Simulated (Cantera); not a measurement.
## Adiabatic ignition

An adiabatic, constant-pressure homogeneous reactor starts with 38.2 % H2, 12.7 % O2, 47.7 % N2, 1.41 % NO, at 1150 K and 25.0 bar.

Detailed kinetics in Cantera: GRI-Mech 3.0 (53 species, 325 reactions). The hydrogen kinetics of GRI-Mech 3.0 are dated; newer H2 mechanisms differ, most at raised pressure. The pressure lies above the range GRI-Mech 3.0 was tuned for (to about 10 atm). The mechanism lacks 2 NO + O2 → 2 NO2 and HONO, so NO2 and the effect of NO are under-described below about 1400 K.

```
t (s)     T (K)   x H2      x O2     x NO2     x HO2     x NO
--------  -----  -----  --------  --------  --------  -------
9.00e-6    1379  0.356     0.113  0.000436  0.000717   0.0122
3.27e-5    2943  0.133  0.000270   4.83e-7   9.95e-7  0.00448
0.000119   2959  0.131  0.000316   1.94e-7   1.16e-6  0.00168
0.000433   2960  0.131  0.000320   1.73e-7   1.17e-6  0.00149
0.00157    2960  0.131  0.000320   1.73e-7   1.17e-6  0.00149
0.00572    2960  0.131  0.000320   1.73e-7   1.17e-6  0.00149
0.0208     2960  0.131  0.000320   1.73e-7   1.17e-6  0.00149
0.0756     2960  0.131  0.000320   1.73e-7   1.17e-6  0.00149
0.275      2960  0.131  0.000320   1.73e-7   1.17e-6  0.00149
1.00       2960  0.131  0.000320   1.73e-7   1.17e-6  0.00149
```
x: mole fraction; the columns are a selection and need not sum to one.

```
Item                                                                  Result
---------------------------------  -----------------------------------------
time of steepest temperature rise                                    9.57 µs
temperature at 1.00 s                                                 2960 K
equilibrium temperature                                               2960 K
x(H2) at 1.00 s                          0.131 (gas-phase equilibrium 0.131)
x(O2) at 1.00 s                    0.000320 (gas-phase equilibrium 0.000320)
x(NO2) at 1.00 s                     1.73e-7 (gas-phase equilibrium 1.73e-7)
```
